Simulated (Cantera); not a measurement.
**Low-pressure radical oxidation in H2/O2**

An isothermal, constant-pressure homogeneous reactor starts with 16.0 % H2, 84.0 % O2, equivalence ratio 0.095, at 1300 K and 0.0133 bar.

Model: GRI-Mech 3.0 (53 species, 325 reactions), integrated in Cantera. Radical loss at walls, strong at low pressure, is not modelled. The temperature is held fixed by assumption; the heat of reaction is taken as removed at once.

```
t (s)         x H2   x O2       x H    x HO2       x O      x OH
--------  --------  -----  --------  -------  --------  --------
0.000800    0.0996  0.803    0.0229  4.09e-6    0.0200    0.0113
0.00180    0.00648  0.738    0.0432  5.94e-6    0.0741    0.0115
0.00404    0.00592  0.748    0.0367  6.04e-6    0.0665    0.0110
0.00909    0.00483  0.766    0.0255  6.15e-6    0.0516    0.0101
0.0204     0.00296  0.792    0.0113  5.93e-6    0.0298   0.00800
0.0460     0.00109  0.814   0.00239  4.54e-6    0.0106   0.00491
0.103     0.000255  0.823  0.000265  2.24e-6   0.00244   0.00238
0.232      5.36e-5  0.826   2.55e-5  7.56e-7  0.000513   0.00110
0.522      1.28e-5  0.826   3.00e-6  2.34e-7  0.000123  0.000538
1.17       3.65e-6  0.826   4.58e-7  8.32e-8   3.52e-5  0.000288
2.64       1.20e-6  0.826   8.72e-8  4.21e-8   1.16e-5  0.000166
5.94       4.52e-7  0.826   2.02e-8  3.57e-8   4.38e-6  0.000102
13.3       2.10e-7  0.826   6.42e-9  4.14e-8   2.04e-6   6.94e-5
30.0       1.50e-7  0.826   3.86e-9  4.63e-8   1.45e-6   5.85e-5
```
x: mole fraction; the columns are a selection and need not sum to one.

Equilibrium at this temperature and pressure: H2 1.44e-7, O2 0.826, H 3.67e-9, HO2 4.68e-8, O 1.40e-6, OH 5.75e-5 (gas phase only).
